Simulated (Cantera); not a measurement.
An isothermal, constant-pressure homogeneous reactor starts with 3.10 % H2, 96.9 % O2, at 1323 K and 970 Pa.

Cantera simulation using GRI-Mech 3.0 (53 species, 325 reactions); the numbers are that mechanism's predictions, not measurements. Radical loss at walls, strong at low pressure, is not modelled.

x: mole fraction; the columns are a selection and need not sum to one.

```
t (s)         x H2   x O2    x H2O2    x HO2       x H     x H2O      x OH
--------  --------  -----  --------  -------  --------  --------  --------
0.000200    0.0310  0.969  1.59e-11  3.31e-8   1.56e-8   2.06e-8   3.23e-8
0.000572    0.0310  0.969  1.26e-10  9.48e-8   1.18e-7   4.36e-7   3.22e-7
0.00164     0.0308  0.969   1.01e-9  3.48e-7   2.50e-5  0.000116   7.04e-5
0.00468   0.000496  0.942   3.67e-8  1.21e-6   0.00302    0.0272   0.00353
0.0134           …  0.943   3.10e-8  1.13e-6         …    0.0278   0.00315
0.0383    0.000300  0.946   3.05e-8  1.08e-6   0.00216    0.0282   0.00297
0.110     0.000218  0.952   2.89e-8  9.55e-7   0.00131    0.0291   0.00254
0.313     0.000104  0.961   2.38e-8  6.80e-7  0.000413    0.0302   0.00176
0.896      2.75e-5  0.966   1.44e-8  3.24e-7   5.54e-5    0.0309  0.000909
2.56       5.00e-6  0.968   5.98e-9  1.01e-7   4.26e-6    0.0313  0.000388
7.33             …  0.968         …        …         …    0.0314         …
21.0       1.86e-7  0.968  5.95e-10  1.77e-8   3.05e-8    0.0315   7.50e-5
60.0       5.85e-8  0.968  2.46e-10  2.28e-8   5.41e-9    0.0315   4.21e-5
```

Task: Some entries are withheld; supply them.

Result: 
- 0.0134, x H2: 0.000338
- 0.0134, x H: 0.00262
- 7.33, x H2: 8.81e-7
- 7.33, x H2O2: 1.93e-9
- 7.33, x HO2: 2.91e-8
- 7.33, x H: 3.15e-7
- 7.33, x OH: 0.000163
